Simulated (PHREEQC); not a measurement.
# Polishing slurry liquid: speciation

Dissolve 0.0011 mol KOH, 1.1e-05 mol H4SiO4 and 6.2e-05 mol CO2 per kg of water at 25 °C. Closed to the air; pH follows from the charge balance.

Computed with PHREEQC (ion-association model, phreeqc.dat).

This is a speciation only: nothing precipitates in the calculation.

**Question.** What pH, specific conductance does the model give?

**Answer.** pH 10.97; specific conductance 274 µS/cm.

**Question.** In which forms is Si present?

**Answer.** H3SiO4- 93 %, H4SiO4 6.5 %, H2SiO4-2 0.7 % of the Si.

Complexes and solids missing from the database can't appear.
